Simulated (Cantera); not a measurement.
A closed system holds: 1 mol Ti(OiPr)4, 0.53 mol C3H8, held at 0.293 Torr.

Method: chemical equilibrium by Gibbs-energy minimisation in Cantera with the NASA 1993 tables (ideal gas, pure condensed phases). Candidate condensed phases: C, C6H6, C7H8, C8H18, H2O, Ti, TiC, TiO, TiO2, Ti2O3, Ti3O5, Ti4O7; 113 gas species. The feed counts by its element totals alone. TiC: taken at fixed stoichiometry. The numbers say what is thermodynamically allowed, not how fast it happens.

Over these rows the condensed part is C(graphite) + TiC(s). Partial pressures as log10 of bar:

```json
[
 {"T (K)": "1475", "1000/T (1/K)": "0.6780", "log p C2H2 (acetylene)": "-8.68", "log p H2": "-3.51", "log p CO": "-4.11"},
 {"T (K)": "1550", "1000/T (1/K)": "0.6452", "log p C2H2 (acetylene)": "?", "log p H2": "-3.51", "log p CO": "-4.11"},
 {"T (K)": "1625", "1000/T (1/K)": "0.6154", "log p C2H2 (acetylene)": "-7.96", "log p H2": "-3.51", "log p CO": "-4.11"},
 {"T (K)": "1700", "1000/T (1/K)": "0.5882", "log p C2H2 (acetylene)": "-7.64", "log p H2": "-3.51", "log p CO": "-4.11"},
 {"T (K)": "1775", "1000/T (1/K)": "0.5634", "log p C2H2 (acetylene)": "-7.36", "log p H2": "-3.51", "log p CO": "-4.11"},
 {"T (K)": "1850", "1000/T (1/K)": "0.5405", "log p C2H2 (acetylene)": "-7.10", "log p H2": "-3.52", "log p CO": "-4.12"}
]
```

**Question.** Fit log p(C2H2 (acetylene)) = a + b·(1000/T) to the five rows, give the apparent enthalpy, and predict the row at 1550 K.

**Answer.** Means: 1000/T = 0.5971, log p = -7.748. Sxy = -0.129992, Sxx = 0.0112982, so b = -11.51 and a = -7.748 − (-11.51)×0.5971 = -0.88.
Apparent enthalpy: −19.145 × (-11.51) = 220 kJ/mol. With the condensed phases at unit activity, 2 C(graphite) + H2(g) = C2H2 (acetylene)(g) links this pressure to the main gases: over the six rows their terms move log p by -0.01 in all, so the slope is close to that reaction's ΔH°. The five rows lie within 0.01 of the line.
Prediction at 1550 K: -0.88 + (-11.51)×0.6452 = -8.31. The computed value is -8.30, 0.01 from the line.
